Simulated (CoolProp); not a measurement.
Propyne along the isotherm 360.7 K: density (kg/m³) from the reference equation and from simpler models built on Tc = 402.7 K, pc = 5658 kPa, ω = 0.204; each cubic takes its own stable root.

Model: reference Helmholtz-energy equation of state, Polt 1992, in CoolProp. This equation is an older, rougher fit; its heat capacities, sound speeds and derivatives of the liquid may be far off and weren't checked against measurements.

```json
[
 {"p (kPa)": "44.7", "phase": "gas", "reference": "0.5994", "van der Waals": "0.5989", "Redlich-Kwong": "0.5993", "Soave-Redlich-Kwong": "0.5994", "Peng-Robinson": "0.5996"},
 {"p (kPa)": "72.3", "phase": "gas", "reference": "0.9720", "van der Waals": "0.9706", "Redlich-Kwong": "0.9716", "Soave-Redlich-Kwong": "0.9718", "Peng-Robinson": "0.9723"},
 {"p (kPa)": "117", "phase": "gas", "reference": "1.579", "van der Waals": "1.576", "Redlich-Kwong": "1.578", "Soave-Redlich-Kwong": "1.579", "Peng-Robinson": "1.580"},
 {"p (kPa)": "189", "phase": "gas", "reference": "2.568", "van der Waals": "2.558", "Redlich-Kwong": "2.565", "Soave-Redlich-Kwong": "2.566", "Peng-Robinson": "2.570"},
 {"p (kPa)": "305", "phase": "gas", "reference": "4.188", "van der Waals": "4.162", "Redlich-Kwong": "4.181", "Soave-Redlich-Kwong": "4.185", "Peng-Robinson": "4.195"},
 {"p (kPa)": "492", "phase": "gas", "reference": "6.879", "van der Waals": "6.808", "Redlich-Kwong": "6.859", "Soave-Redlich-Kwong": "6.870", "Peng-Robinson": "6.896"},
 {"p (kPa)": "795", "phase": "gas", "reference": "11.47", "van der Waals": "11.26", "Redlich-Kwong": "11.41", "Soave-Redlich-Kwong": "11.44", "Peng-Robinson": "11.51"},
 {"p (kPa)": "1280", "phase": "gas", "reference": "19.54", "van der Waals": "18.90", "Redlich-Kwong": "19.32", "Soave-Redlich-Kwong": "19.42", "Peng-Robinson": "19.63"},
 {"p (kPa)": "2080", "phase": "gas", "reference": "35.86", "van der Waals": "33.33", "Redlich-Kwong": "34.80", "Soave-Redlich-Kwong": "35.22", "Peng-Robinson": "35.89"},
 {"p (kPa)": "3350", "phase": "liquid", "reference": "497.9", "van der Waals": "65.73", "Redlich-Kwong": "412.9", "Soave-Redlich-Kwong": "431.6", "Peng-Robinson": "488.5"},
 {"p (kPa)": "5420", "phase": "liquid", "reference": "508.5", "van der Waals": "321.7", "Redlich-Kwong": "432.8", "Soave-Redlich-Kwong": "447.8", "Peng-Robinson": "505.7"},
 {"p (kPa)": "8750", "phase": "liquid", "reference": "522.0", "van der Waals": "342.9", "Redlich-Kwong": "455.9", "Soave-Redlich-Kwong": "467.8", "Peng-Robinson": "526.9"},
 {"p (kPa)": "14100", "phase": "liquid", "reference": "538.7", "van der Waals": "364.0", "Redlich-Kwong": "482.1", "Soave-Redlich-Kwong": "491.4", "Peng-Robinson": "552.2"}
]
```

At some of these states van der Waals gives the other phase, because its saturation line lies elsewhere.
